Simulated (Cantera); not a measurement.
Source: NASA polynomial tables (part measured, part estimated), evaluated in Cantera. Values are per mole of reaction as written; species without (g) are pure solids or liquids, kept so even where they would boil at 1 bar.

2 NO(g) + B2O2(g) = B2O3(g) + N2O(g)

```
T (K)  ΔH° (kJ)  ΔS° (J/K)  ΔG° (kJ)  log10 K
-----  --------  ---------  --------  -------
1800        ___        ___       ___      ___
1950     -474.3     -157.5    -167.2     4.48
2100        ___        ___       ___      ___
2250     -471.9     -156.3    -120.2     2.79
2400        ___        ___       ___      ___
2550     -469.5     -155.3     -73.4     1.50
```

### Question
What belongs in the gaps?

### Answer

- 1800, ΔH° (kJ): -475.4
- 1800, ΔS° (J/K): -158.1
- 1800, ΔG° (kJ): -190.9
- 1800, log10 K: 5.54
- 2100, ΔH° (kJ): -473.1
- 2100, ΔS° (J/K): -156.9
- 2100, ΔG° (kJ): -143.6
- 2100, log10 K: 3.57
- 2400, ΔH° (kJ): -470.7
- 2400, ΔS° (J/K): -155.8
- 2400, ΔG° (kJ): -96.7
- 2400, log10 K: 2.11
